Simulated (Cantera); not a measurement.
An adiabatic, constant-pressure homogeneous reactor starts with CH4 : C2H6 : O2 : N2 = 1 : 0.28 : 1.3 : 4.87 (molar parts), at 1073 K and 21.0 bar.

Model: GRI-Mech 3.0 (53 species, 325 reactions), integrated in Cantera. The pressure lies above the range GRI-Mech 3.0 was tuned for (to about 10 atm).

One state of this run: T (K) = 2092; x CH4 = 0.00688; x C2H6 = 4.17e-6; x O2 = 9.26e-9; x NO = 4.25e-7; x C2H = 8.30e-7. x: mole fraction; the columns are a selection and need not sum to one.

Question: Which value of t (s) does it belong to?
A) 0.000203
B) 5.88e-6
C) 3.46e-5
D) 0.00289

Answer: D, 0.00289
